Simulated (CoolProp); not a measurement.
Vapour-liquid equilibrium of R134a (1) + R236FA (2) at 0.0292 MPa; x and y are mole fractions of (1).

Values from CoolProp's multi-fluid Helmholtz-energy mixture model, Tillner-Roth 1994 and Pan 2012; pair parameters Bell 2016.

| x | bubble temperature (K) | y at the bubble point | dew temperature at overall composition x (K) | liquid density (mol/L) |
|---|---|---|---|---|
| 0.05 | 243.3 | 0.142 | 244.6 | 10.21 |
| 0.2 | [?] | [?] | 242.5 | 10.74 |
| 0.35 | 234.4 | 0.644 | 240.1 | 11.30 |
| 0.5 | 231.1 | [?] | 237.4 | 11.89 |
| 0.65 | 228.3 | 0.868 | 234.3 | 12.52 |
| 0.8 | 225.8 | 0.936 | 230.4 | 13.19 |
| 0.95 | [?] | 0.986 | 225.2 | 13.92 |

Some entries are withheld; supply them.


- 0.2, bubble temperature (K): 238.4
- 0.2, y at the bubble point: 0.449
- 0.5, y at the bubble point: 0.775
- 0.95, bubble temperature (K): 223.7

No azeotrope shows between x = 0.05 and 0.95.

Pair parameters are fitted to limited data, so mixtures are less certain than the pure fluids.
